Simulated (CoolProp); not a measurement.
Computed with CoolProp (reference Helmholtz-energy equation of state, Wagner 2002).

Problem. Give the vapour pressure (kPa), liquid density (kg/m³), vapour density (kg/m³), liquid cp (kJ/(kg K)) of saturated water at 521.5, 540.4, 578.3 K.

Solution. 
```
T (K)  p (kPa)  liquid density (kg/m³)  vapour density (kg/m³)  liquid cp (kJ/(kg K))
-----  -------  ----------------------  ----------------------  ---------------------
521.5     3870                     801                    19.4                   4.85
540.4     5270                     772                    26.8                   5.08
578.3     9230                     701                    50.3                   5.91
```
